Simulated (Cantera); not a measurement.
A closed system holds: 1 mol SiHCl3, 0.25 mol NH3, 78 mol N2, at 1648 K and 14.0 mbar.

Cantera equilibrium calculation (NASA polynomials, part measured and part estimated; ideal gas, pure solids and liquids). Candidate condensed phases: NH4Cl, Si, Si3N4; 28 gas species. The tables' values for SiCl3 are old estimates; treat these amounts as uncertain. Equilibrium is a limit: real reactors are often held back by kinetics, nucleation or transport.

Base state: N2 0.971, SiCl2 0.0121, HCl 0.0120, H2 0.00482, SiCl3 0.000262, Cl 0.000102, H 5.23e-5, SiCl4 1.24e-5 (mole fractions); condensed: gas only.

### Question
What changes in the equilibrium state with this change: NH3 from 0.25 to 14 mol?

### Answer
```json
[
 {"species": "N2", "before": "0.971", "after": "0.786"},
 {"species": "H2", "before": "0.00482", "after": "0.188"},
 {"species": "HCl", "before": "0.0120", "after": "0.0244"},
 {"species": "SiCl2", "before": "0.0121", "after": "0.00173"},
 {"species": "SiCl4", "before": "1.24e-5", "after": "1.87e-7"},
 {"species": "SiCl3", "before": "0.000262", "after": "1.21e-5"},
 {"species": "Si3N4(s), mol", "before": "0", "after": "0.270"}
]
```
